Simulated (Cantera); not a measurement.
Input: 1 mol Cu2O, 0.44 mol C, 0.82 mol CO, held at 1050 K and 1 atm.

Method: chemical equilibrium by Gibbs-energy minimisation in Cantera with the NASA 1993 tables (ideal gas, pure condensed phases). Candidate condensed phases: C, Cu, CuO, Cu2O; 15 gas species. The numbers say what is thermodynamically allowed, not how fast it happens.

Question: What is the equilibrium state?

Answer: 
```
Item                                       Result
--------------------------------------  ---------
x(CO)                                       0.556
x(CO2)                                      0.444
n(Cu(s))                                 2.00 mol
gas amount                              1.260 mol
log10 activity of C(graphite) (absent)      -0.82
```
